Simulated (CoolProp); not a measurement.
The fluid at 341.69 K and 0.537 MPa is throttled through a valve to 0.0721 MPa with no heat exchange. The same conditions are run with several fluids, on thermodynamics alone (safety and materials aside).

Model: reference Helmholtz-energy equation of state of each fluid (chlorine: Thol 2021; propane: Lemmon 2009; ethylene: Smukala 2000; R407C: Lemmon 2003; carbon monoxide: Lemmon 2006), in CoolProp. Blends and air are pseudo-pure fits.

```csv
fluid,temperature change (K),final density (kg/m³)
chlorine,-10.3,[?]
propane,-5.5,1.15
ethylene,-3.4,[?]
R407C,[?],[?]
carbon monoxide,-0.9,[?]
```

Q: What belongs in the gaps?

A: 
- chlorine, final density (kg/m³): 1.87
- ethylene, final density (kg/m³): 0.721
- R407C, temperature change (K): -6.2
- R407C, final density (kg/m³): 2.24
- carbon monoxide, final density (kg/m³): 0.713
